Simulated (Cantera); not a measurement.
A freely propagating, adiabatic, planar premixed flame of CO : H2 : CH4 : O2 : N2 = 1 : 0.1 : 0.03 : 0.803 : 3.02 (molar parts), unburnt at 300 K and 100000 Pa; mixture-averaged transport, grid criteria slope 0.08 and curve 0.16, no radiation.

Computed with Cantera and GRI-Mech 3.0 (53 species, 325 reactions). Burning velocities carry a grid error of a few per cent, more on coarse grids.

Q: Predict: laminar burning velocity; thermal thickness; peak x(C2H4); peak x(CH2CO); peak x(H).

A: 
| Item | Result |
|---|---|
| laminar burning velocity | 37.7 cm/s |
| thermal thickness | 0.667 mm |
| peak x(C2H4) | 8.60e-8 |
| peak x(CH2CO) | 3.39e-7 |
| peak x(H) | 0.00537 |
